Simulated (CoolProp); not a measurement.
A simple Rankine cycle with tetrahydrofuran: condensing at 319.15 K, boiler at 0.188 MPa, turbine inlet 364.6 K, turbine efficiency 0.6, pump efficiency 0.6, no recuperator. Each further row changes one setting.

Values from CoolProp's reference Helmholtz-energy equation of state, Fiedler 2023.

```
case                             thermal efficiency (%)  net work (kJ/kg)  heat in (kJ/kg)  turbine exit temperature (K)  volume ratio over the turbine
-------------------------------  ----------------------  ----------------  ---------------  ----------------------------  -----------------------------
as stated                                           6.2              30.0              484                         338.1                           3.55
turbine inlet 384.6 K                               6.2              31.9              512                         358.6                           3.55
condensing temperature 311.15 K                     7.4              36.6              498                         332.3                           4.76
boiler pressure 0.132 MPa                           4.6              22.5              485                         345.5                           2.51
turbine efficiency 0.5                              5.2              24.9              484                         342.1                           3.59
```
